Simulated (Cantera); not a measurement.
Charge: 1 mol B₂O₃, 7.5 mol HF, 1.5 mol N₂, 4.7 mol Cl₂, at 1800 K and 0.00133 bar.

These are equilibrium values from Cantera (NASA tables, ideal gas, pure condensed phases), not measurements of a reactor. Candidate condensed phases: B, BN, B₂O₃, B₃O₃H₃, H₂O, NH₄Cl; 75 gas species. The tables' values for BOCl are old estimates; treat these amounts as uncertain. Kinetics and transport are ignored.

Base state: Cl 0.380, HF 0.281, HCl 0.119, BOF 0.100, N₂ 0.0800, O₂ 0.0291, BF₃ 0.00666, Cl₂ 0.00193 (mole fractions); condensed: gas only.

Question: What changes in the equilibrium state with this change: temperature from 1800 K to 775 K?

Answer: 
| species | before | after |
|---|---|---|
| HCl | 0.119 | 0.373 |
| Cl₂ | 0.00193 | 0.149 |
| BF₃ | 0.00666 | 0.142 |
| Cl | 0.380 | 5.43e-5 |
| HF | 0.281 | 0.108 |
| BOF | 0.100 | 6.54e-7 |
| H₂O | 0.000636 | 0.0274 |
| O₂ | 0.0291 | 0.0932 |
| N₂ | 0.0800 | 0.107 |
| O | 0.000568 | <1e-9 |
| F | 0.000196 | <1e-9 |
| OH | 0.000176 | <1e-9 |
